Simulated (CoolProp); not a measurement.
Vapour-liquid equilibrium of cyclohexane (1) + n-octane (2) at 363.9 K; x and y are mole fractions of (1).

Computed with CoolProp (multi-fluid Helmholtz-energy mixture model, Zhou 2014 and Beckmüller 2019; pair parameters Bell 2016).

| x | bubble pressure, mixture model (MPa) | bubble pressure, Raoult's law (MPa) | y, mixture model | y, Raoult's law |
|---|---|---|---|---|
| 0.05 | 0.03929 | 0.03942 | 0.166 | 0.172 |
| 0.125 | 0.04679 | 0.04701 | 0.352 | 0.361 |
| 0.2 | 0.05436 | 0.05461 | 0.487 | 0.497 |
| 0.275 | 0.06196 | 0.06221 | 0.590 | 0.600 |
| 0.35 | 0.06958 | 0.06981 | 0.671 | 0.680 |
| 0.425 | 0.07720 | 0.07741 | 0.736 | 0.745 |
| 0.5 | 0.08480 | 0.08501 | 0.790 | 0.798 |
| 0.575 | 0.09240 | 0.09261 | 0.835 | 0.842 |
| 0.65 | 0.09999 | 0.1002 | 0.874 | 0.880 |
| 0.725 | 0.1076 | 0.1078 | 0.907 | 0.912 |
| 0.8 | 0.1152 | 0.1154 | 0.936 | 0.940 |
| 0.875 | 0.1228 | 0.1230 | 0.962 | 0.965 |
| 0.95 | 0.1305 | 0.1306 | 0.986 | 0.987 |

The largest gap from Raoult's law is -0.5 % in bubble pressure, at x = 0.125. No azeotrope shows between x = 0.05 and 0.95.

The pair parameters rest on a limited set of measurements; away from them the model extrapolates.
